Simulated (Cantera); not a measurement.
**Low-pressure radical oxidation in H2/O2**

An isothermal, constant-pressure homogeneous reactor starts with 6.72 % H2, 93.3 % O2, equivalence ratio 0.036, at 1423 K and 25.5 Torr.

Computed with Cantera and the H2/O2 subset of GRI-Mech 3.0, which has no nitrogen chemistry. Radical loss at walls, strong at low pressure, is not modelled. The temperature is held fixed by assumption; the heat of reaction is taken as removed at once.

```
t (s)         x H2   x O2    x HO2    x H2O2      x OH    x H2O
--------  --------  -----  -------  --------  --------  -------
4.00e-5     0.0672  0.933  2.05e-7  2.89e-10   2.38e-7  2.38e-7
0.000133    0.0671  0.933  7.09e-7   2.96e-9   1.24e-5  2.17e-5
0.000443   0.00417  0.882  6.38e-6   2.38e-7    0.0105   0.0522
0.00147    0.00134  0.883  5.73e-6   1.59e-7   0.00770   0.0582
0.00490    0.00100  0.896  5.27e-6   1.51e-7   0.00671   0.0612
0.0163    0.000434  0.916  3.78e-6   1.16e-7   0.00446   0.0656
0.0543     8.34e-5  0.927  1.46e-6   5.65e-8   0.00197   0.0683
0.181      1.09e-5  0.930  3.24e-7   1.84e-8  0.000714   0.0691
0.601      1.64e-6  0.930  1.03e-7   5.28e-9  0.000278   0.0694
2.00       3.83e-7  0.930  1.04e-7   2.00e-9  0.000135   0.0694
```
x: mole fraction; the columns are a selection and need not sum to one.

Equilibrium at this temperature and pressure: H2 2.51e-7, O2 0.930, HO2 1.19e-7, H2O2 1.60e-9, OH 0.000109, H2O 0.0694 (gas phase only).
